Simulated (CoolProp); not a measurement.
Model: reference Helmholtz-energy equation of state, Zhou 2014, in CoolProp.

Q: For cyclohexane, give the phase and the density (kg/m³), Joule-Thomson coefficient (K/MPa), viscosity (µPa s), fugacity coefficient at 585.7 K and 16300 kPa; 585.7 K and 19000 kPa; 585.7 K and 35400 kPa.

A: 
- 585.7 K and 16300 kPa: supercritical; density 502, Joule-Thomson coefficient 0.292, viscosity 90.4, fugacity coefficient 0.330
- 585.7 K and 19000 kPa: supercritical; density 517, Joule-Thomson coefficient 0.170, viscosity 97.4, fugacity coefficient 0.310
- 585.7 K and 35400 kPa: supercritical; density 575, Joule-Thomson coefficient -0.115, viscosity 132, fugacity coefficient 0.279

Viscosity comes from a separate model (Tariq 2014).
